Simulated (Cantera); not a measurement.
## Low-pressure radical oxidation in H2/O2

An isothermal, constant-pressure homogeneous reactor starts with H2 : O2 : N2 = 0.094 : 1 : 0.44 (molar parts), equivalence ratio 0.047, at 1225 K and 6.68 Torr.

Computed with Cantera and the H2/O2 subset of GRI-Mech 3.0, which has no nitrogen chemistry. Radical loss at walls, strong at low pressure, is not modelled. The temperature is held fixed by assumption; the heat of reaction is taken as removed at once.

```
t (s)         x H2   x O2    x H2O2       x H    x HO2
--------  --------  -----  --------  --------  -------
0.000400    0.0613  0.652  1.27e-11   2.01e-8  1.56e-8
0.000768    0.0613  0.652  4.65e-11   1.34e-7  3.03e-8
0.00147     0.0613  0.652  1.79e-10   4.57e-6  7.24e-8
0.00283     0.0514  0.645   3.07e-8   0.00307  1.52e-6
0.00543    0.00190  0.608   6.75e-8    0.0140  2.04e-6
0.0104     0.00149  0.609   5.89e-8    0.0123  1.99e-6
0.0200     0.00137  0.612   6.03e-8    0.0106  1.97e-6
0.0384     0.00116  0.617   6.23e-8   0.00800  1.93e-6
0.0737    0.000844  0.624   6.40e-8   0.00479  1.82e-6
0.141     0.000484  0.631   6.23e-8   0.00200  1.56e-6
0.271     0.000206  0.637   5.33e-8  0.000544  1.14e-6
0.521      6.92e-5  0.639   3.78e-8  0.000105  6.56e-7
1.00       2.09e-5  0.640   2.26e-8   1.74e-5  3.05e-7
```
x: mole fraction; the columns are a selection and need not sum to one.

Equilibrium at this temperature and pressure: H2 1.78e-8, O2 0.641, H2O2 1.42e-10, H 4.44e-10, HO2 9.93e-9 (gas phase only).
